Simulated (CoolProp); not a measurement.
Vapour-liquid equilibrium of R22 (1) + n-pentane (2) at 1.15 °C; x and y are mole fractions of (1).

Computed with CoolProp (multi-fluid Helmholtz-energy mixture model, Kamei 1995 and Thol 2019; pair parameters Bell 2016).

Give the bubble pressure and the first vapour's composition at x = 0.05, 0.35, 0.5. Is there an azeotrope?

x = 0.05: 0.07495 MPa, y = 0.665; x = 0.35: 0.2870 MPa, y = 0.928; x = 0.5: 0.3466 MPa, y = 0.947. No azeotrope shows between x = 0.05 and 0.95.

The pair parameters rest on a limited set of measurements; away from them the model extrapolates. With so large a gap from Raoult's law the liquid may split in two, which this calculation doesn't test in full.
